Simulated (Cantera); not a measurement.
A freely propagating, adiabatic, planar premixed flame of CH3OH : O2 : N2 = 1 : 1.36 : 5.13 (molar parts), equivalence ratio 1.1, unburnt at 323 K and 750 Torr; mixture-averaged transport, grid criteria slope 0.08 and curve 0.16, no radiation.

Detailed kinetics in Cantera: GRI-Mech 3.0 (53 species, 325 reactions). GRI-Mech 3.0 was tuned for natural gas; its chemistry of methanol as a main component is partial and can be far from experiment. Burning velocities carry a grid error of a few per cent, more on coarse grids.

Question: What does this change do: O2 1.36 to 1.7 parts?

Answer: 
| quantity | before | after |
|---|---|---|
| laminar burning velocity | 54.3 cm/s | 54.3 cm/s |
| thermal thickness | 0.303 mm | 0.304 mm |
| peak x(C2H2) | 7.25e-7 | 1.56e-7 |
| peak x(H2) | 0.0384 | 0.0264 |
| peak x(HCO) | 0.000243 | 0.000206 |

Question: What does this change do: CH3OH 1 to 1.3 parts?

Answer: 
| quantity | before | after |
|---|---|---|
| laminar burning velocity | 54.3 cm/s | 53.2 cm/s |
| thermal thickness | 0.303 mm | 0.284 mm |
| peak x(C2H2) | 7.25e-7 | 4.43e-6 |
| peak x(H2) | 0.0384 | 0.0717 |
| peak x(HCO) | 0.000243 | 0.000304 |
